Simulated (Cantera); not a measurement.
What does this Cantera script print?

```python
import numpy as np
import cantera as ct

gas_names = """
    B2O3 B2O2 N
""".split()
cond_names = """
    BN(s)
""".split()


# ... load() reads the species with a 1 bar reference pressure and builds the phases ...
species = {s.name: s for s in load("nasa_gas.yaml", gas_names) + load("nasa_condensed.yaml", cond_names)}
# Each term lists the table entries of one substance; the one whose range holds T is used.
reactions = {
    '2 B2O3(g) + 2 BN = 3 B2O2(g) + 2 N(g)':
        [(-2, ['B2O3']), (-2, ['BN(s)']), (3, ['B2O2']), (2, ['N'])],
}


def pick(names, T):
    return next(species[n] for n in names if species[n].thermo.min_temp <= T <= species[n].thermo.max_temp)


results = []
for label, terms in reactions.items():
    print(label)
    print("     T/K   dH/kJ  dS/(J/K)   dG/kJ   log10 K")
    for T in [2800, 2825, 2850, 2875, 2900, 2925, 2950, 2975, 3000]:
        used = [(nu, pick(names, T)) for nu, names in terms]
        dH = sum(nu * s.thermo.h(T) for nu, s in used) / 1e6
        dS = sum(nu * s.thermo.s(T) for nu, s in used) / 1e3
        dG = dH - T * dS / 1e3
        logK = -dG * 1e6 / (ct.gas_constant * T * np.log(10))
        results.append((label, T, dH, dS, dG, logK, [s.name for _, s in used]))
        print(f"{T:8g} {dH:8.1f} {dS:8.1f} {dG:8.1f} {logK:8.2f}")
```

Result:

```
2 B2O3(g) + 2 BN = 3 B2O2(g) + 2 N(g)
     T/K   dH/kJ  dS/(J/K)   dG/kJ   log10 K
    2800   1738.2    445.2    491.5    -9.17
    2825   1737.9    445.1    480.4    -8.88
    2850   1737.6    445.0    469.3    -8.60
    2875   1737.4    444.9    458.1    -8.32
    2900   1737.1    444.8    447.0    -8.05
    2925   1736.8    444.7    435.9    -7.78
    2950   1736.5    444.7    424.8    -7.52
    2975   1736.3    444.6    413.7    -7.26
    3000   1736.0    444.5    402.6    -7.01
```

Cantera with NASA thermochemical tables; ideal gases at 1 bar, condensed phases pure. Condensed species are held in their standard states even where they would react or evaporate.
